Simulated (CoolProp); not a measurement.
CHF3 (R23) at several states: fugacity coefficient from the reference equation and from simpler models built on Tc = 299.3 K, pc = 48.32 bar, ω = 0.263; each cubic takes its own stable root.

The numbers come from the reference Helmholtz-energy equation of state, Penoncello 2003 in CoolProp.

```json
[
 {"T (K)": "370.1", "p (bar)": "65.5", "phase": "supercritical", "reference": "0.7879", "van der Waals": "0.7712", "Redlich-Kwong": "0.7751", "Peng-Robinson": "0.7784"},
 {"T (K)": "303.1", "p (bar)": "2.07", "phase": "gas", "reference": "0.9852", "van der Waals": "0.9877", "Redlich-Kwong": "0.9860", "Peng-Robinson": "0.9844"},
 {"T (K)": "372.3", "p (bar)": "2.55", "phase": "gas", "reference": "0.9912", "van der Waals": "0.9909", "Redlich-Kwong": "0.9906", "Peng-Robinson": "0.9904"},
 {"T (K)": "192.6", "p (bar)": "44", "phase": "liquid", "reference": "0.02731", "van der Waals": "0.1544", "Redlich-Kwong": "0.05024", "Peng-Robinson": "0.02765"},
 {"T (K)": "249", "p (bar)": "5.94", "phase": "gas", "reference": "0.9161", "van der Waals": "0.9437", "Redlich-Kwong": "0.9301", "Peng-Robinson": "0.9201"},
 {"T (K)": "378.5", "p (bar)": "0.122", "phase": "gas", "reference": "0.9996", "van der Waals": "0.9996", "Redlich-Kwong": "0.9996", "Peng-Robinson": "0.9996"}
]
```
